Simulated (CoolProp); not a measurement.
Vapour-liquid equilibrium of n-butane (1) + cyclohexane (2) at 112.65 °C; x and y are mole fractions of (1).

Computed with CoolProp (multi-fluid Helmholtz-energy mixture model, Bücker 2006 and Zhou 2014; pair parameters Bell 2016).

```
x     bubble pressure, mixture model (MPa)  bubble pressure, Raoult's law (MPa)  y, mixture model  y, Raoult's law
----  ------------------------------------  -----------------------------------  ----------------  ---------------
0.05                                0.2983                               0.3263             0.217            0.297
0.15                                0.4282                               0.4960             0.495            0.586
0.25                                0.5760                               0.6656             0.657            0.728
0.35                                0.7362                               0.8353             0.757            0.812
0.45                                0.9042                                1.005             0.825            0.868
0.55                                 1.077                                1.175             0.872            0.907
0.65                                 1.252                                1.344             0.908            0.937
0.75                                 1.431                                1.514             0.937            0.960
0.85                                 1.619                                1.684             0.962            0.978
0.95                                 1.824                                1.853             0.987            0.993
```

The largest gap from Raoult's law is -13.7 % in bubble pressure, at x = 0.15. No azeotrope shows between x = 0.05 and 0.95.

The pair parameters rest on a limited set of measurements; away from them the model extrapolates.
